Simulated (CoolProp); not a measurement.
Saturation properties of n-perfluorobutane (Tc = 386.3 K, pc = 2.322 MPa, ω = 0.372).

The numbers come from the reference Helmholtz-energy equation of state, Gao 2022 in CoolProp.

| T (K) | p (MPa) | liquid density (kg/m³) | enthalpy of vaporisation (kJ/kg) |
|---|---|---|---|
| 198.9 | 0.001392 | 1845 | [?] |
| 213.8 | 0.004557 | 1793 | 115.4 |
| 228.8 | [?] | 1742 | 110.8 |
| 243.8 | 0.02897 | 1691 | [?] |
| 258.7 | [?] | 1640 | 101.6 |
| 273.7 | [?] | [?] | 96.75 |
| 288.7 | 0.1951 | [?] | 91.59 |
| 303.7 | [?] | 1473 | 85.99 |
| 318.6 | 0.4909 | 1411 | 79.78 |
| 333.6 | 0.7278 | 1339 | 72.58 |

Problem. What belongs in the gaps?

Solution. 
- 198.9, enthalpy of vaporisation (kJ/kg): 120.1
- 228.8, p (MPa): 0.01240
- 243.8, enthalpy of vaporisation (kJ/kg): 106.2
- 258.7, p (MPa): 0.05971
- 273.7, p (MPa): 0.1123
- 273.7, liquid density (kg/m³): 1587
- 288.7, liquid density (kg/m³): 1532
- 303.7, p (MPa): 0.3181

It boils at 271.1 K under 1 atm.
